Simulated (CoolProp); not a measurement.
The fluid at 596.1 K and 0.19 MPa flows at 15 m/s in a round tube of 4.6 mm bore and 15 µm roughness, fully developed (64/Re and Nu = 3.66 if laminar; Colebrook and Gnielinski if turbulent). The same conditions are run with several fluids, on thermodynamics alone (safety and materials aside).

Values from CoolProp's reference Helmholtz-energy equation of state of each fluid (toluene: Lemmon 2006; n-heptane: Span 2003; propane: Lemmon 2009; benzene: Thol 2012; m-xylene: Zhou 2012).

| fluid | Reynolds number | Darcy friction factor | pressure drop (Pa/m) | heat-transfer coefficient (W/(m² K)) | mass flow (kg/h) |
|---|---|---|---|---|---|
| toluene | 18200 | 0.0323 | 2840 | 523 | 3.22 |
| n-heptane | 23100 | 0.0313 | 2990 | 738 | 3.51 |
| propane | 7540 | 0.0374 | 1550 | 366 | 1.52 |
| benzene | 14000 | 0.0335 | 2480 | 422 | 2.72 |
| m-xylene | 22300 | 0.0314 | 3200 | 614 | 3.74 |

Transport values come from each fluid's own correlations.
